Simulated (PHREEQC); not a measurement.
1 kg of water holding 0.39 mol/kgw NaBr, 0.0081 mol/kgw CaSO4 and 0.0047 mol/kgw MgBr2 is evaporated at 25 °C; the solids stay in contact with the brine. The system is closed to CO2. The run lets Bloedite, Brucite, Epsomite, Glauberite, Gypsum, Anhydrite, Hexahydrite, Kieserite, Mirabilite, Portlandite, Thenardite precipitate or redissolve, and no other solid.

Computed with PHREEQC (Pitzer model, pitzer.dat).

Question: Predict ionic strength at water left (kg) = 0.8219, 0.4563, 0.375, 0.2082, 0.1711.

Answer: 
```csv
water left (kg),ionic strength
0.8219,0.531
0.4563,0.957
0.375,1.16
0.2082,2.10
0.1711,2.55
```

Complexes and solids missing from the database can't appear.
